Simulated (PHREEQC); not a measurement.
**Metal-bearing waste water**

Solution (25 °C): 0.013 mol MnSO4, 0.0003 mol MgSO4 and 0.0012 mol HCl per kg of water. Closed to the air; pH follows from the charge balance.

Model: Pitzer model, pitzer.dat, run in PHREEQC.

No solid was allowed to form.

Question: Predict the pH, specific conductance, osmotic coefficient.

Answer: pH 3.17; specific conductance 2940 µS/cm; osmotic coefficient 0.733.

Question: In which forms is S present?

Answer: SO4-2 97 %, HSO4- 2.8 % of the S.
